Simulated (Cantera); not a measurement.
Feed: 1 mol Si₃N₄, 0.0015 mol O₂, 110 mol H₂, at 1 atm.

Cantera equilibrium calculation (NASA polynomials, part measured and part estimated; ideal gas, pure solids and liquids). Candidate condensed phases: H₂O, Si, SiO₂, Si₂N₂O, Si₃N₄; 35 gas species. Mutual solubility and eutectic melting of coexisting phases are not modelled. Gases not in the tables: Si₂H₆ and higher silanes. The numbers say what is thermodynamically allowed, not how fast it happens.

Problem. Which condensed phases are stable at each of these points (T (K)): 1500, 1525, 1550, 1575, 1600, 1625, 1650, 1675, 1700, 1725, 1750, 1775?

Solution. 
```csv
T (K),condensed phases,Si condensed (%)
1500,Si(s) + Si₂N₂O(s) + Si₃N₄(s),100.0
1525,Si(s) + Si₂N₂O(s) + Si₃N₄(s),100.0
1550,Si(s) + Si₂N₂O(s) + Si₃N₄(s),100.0
1575,Si(s) + Si₂N₂O(s) + Si₃N₄(s),100.0
1600,Si(s) + Si₂N₂O(s) + Si₃N₄(s),99.9
1625,Si(s) + Si₂N₂O(s) + Si₃N₄(s),99.9
1650,Si(s) + Si₂N₂O(s) + Si₃N₄(s),99.9
1675,Si(s) + Si₃N₄(s),99.8
1700,Si(l) + Si₃N₄(s),99.8
1725,Si(l) + Si₃N₄(s),99.8
1750,Si(l) + Si₃N₄(s),99.8
1775,Si(l) + Si₃N₄(s),99.8
```

From 1500 K to 1650 K the condensed part is Si(s) + Si₂N₂O(s) + Si₃N₄(s). At 1675 K the condensed part is Si(s) + Si₃N₄(s). From 1700 K to 1775 K the condensed part is Si(l) + Si₃N₄(s).
